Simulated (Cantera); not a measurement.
What does this Cantera script print?

```python
import numpy as np
import cantera as ct

gas_names = """
    AL ALCL ALCL2 ALCL3 AL2 AL2CL6 CL CL2
""".split()
cond_names = """
    AL(cr) AL(L) ALCL3(s) ALCL3(L)
""".split()


# ... load() reads the species with a 1 bar reference pressure and builds the phases ...
atoms = {
    'Al': {'AL': 1},
    'Cl2': {'CL': 2},
}
top_T = {}  # K; cautious upper limits of use, not melting points


# ... equilibrate(T, P, feed) seeds the gas with the atoms and calls Mixture.equilibrate('TP', solver="vcs", rtol=1e-11, max_steps=5000) ...
results = []
feed = {'Al': 1, 'Cl2': 4.6}  # mol
T = 1125  # K
for P in [1, 4.2, 18, 75, 320, 1300, 5600, 24000, 100000]:
    mix = equilibrate(T, P, feed)
    results.append((T, P, feed, dict(zip(mix.species_names, mix.species_moles))))

top = {s: max(r[3][s] / sum(r[3][g] for g in gas_names) for r in results) for s in gas_names}
cols = sorted((s for s in top if top[s] > 0.0001), key=lambda s: -top[s])[:8]
seen = [c for c in cond_names if any(r[3].get(c, 0) > 1e-12 for r in results)]
print("log10 of partial pressures in bar; condensed amounts in mol")
print(f"{'P/Pa':>10s}" + "".join(f"{s[:9]:>10s}" for s in cols + seen))
for T, P, feed, n in results:
    ng = sum(n[g] for g in gas_names)
    print(f"{P:10.4g}" + "".join(f"{np.log10(max(n[s] / ng * P / 1e5, 1e-99)):10.3f}" for s in cols)
          + "".join(f"{n.get(c, 0):10.4g}" for c in seen))
```

Output:

```
log10 of partial pressures in bar; condensed amounts in mol
      P/Pa       CL2        CL     ALCL3    AL2CL6
         1    -5.401    -5.388    -5.712   -13.089
       4.2    -4.636    -5.006    -5.044   -11.752
        18    -3.933    -4.654    -4.385   -10.435
        75    -3.279    -4.327    -3.752    -9.167
       320    -2.632    -4.004    -3.114    -7.893
      1300    -2.015    -3.696    -2.502    -6.669
      5600    -1.377    -3.376    -1.866    -5.397
   2.4e+04    -0.743    -3.059    -1.234    -4.133
     1e+05    -0.122    -2.749    -0.617    -2.899
```

Method: chemical equilibrium by Gibbs-energy minimisation in Cantera with the NASA 1993 tables (ideal gas, pure condensed phases).
